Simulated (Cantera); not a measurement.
Silicon nitride deposition: Si2Cl6 + N2

A closed system holds: 1 mol Si2Cl6, 19 mol N2, held at 1330 Pa.

These are equilibrium values from Cantera (NASA tables, ideal gas, pure condensed phases), not measurements of a reactor. Candidate condensed phases: Si, Si3N4; 13 gas species. The feed counts by its element totals alone. N2 is the only nitrogen source here; it is nearly inert below about 1500 K, so the nitride shown seldom forms there in practice. The tables' values for SiCl3 are old estimates; treat these amounts as uncertain. The numbers say what is thermodynamically allowed, not how fast it happens.

From 900 K to 1300 K the condensed part is Si3N4(s). The main Si-bearing gas is SiCl4 throughout.

```
T (K)   x N2  x SiCl4   x SiCl3   x SiCl2      x Cl     x Cl2    x SiCl  n Si3N4(s)
-----  -----  -------  --------  --------  --------  --------  --------  ----------
900    0.926   0.0744   8.54e-6   4.67e-8  8.81e-10  1.89e-12    <1e-12       0.167
950    0.926   0.0744   2.76e-5   3.42e-7   4.34e-9  8.02e-12    <1e-12       0.167
1000   0.926   0.0743   7.91e-5   2.04e-6   1.83e-8  2.94e-11    <1e-12       0.167
1050   0.926   0.0742  0.000205   1.02e-5   6.70e-8  9.54e-11    <1e-12       0.166
1100   0.925   0.0740  0.000484   4.42e-5   2.19e-7  2.78e-10    <1e-12       0.166
1150   0.925   0.0735   0.00106  0.000167   6.44e-7  7.34e-10  4.08e-12       0.164
1200   0.925   0.0724   0.00215  0.000562   1.73e-6   1.78e-9  4.34e-11       0.161
1250   0.924   0.0702   0.00408   0.00170   4.28e-6   4.01e-9  3.80e-10       0.154
1300   0.922   0.0662   0.00718   0.00462   9.80e-6   8.32e-9   2.79e-9       0.139
```
x: gas mole fraction; n: condensed amount in mol.
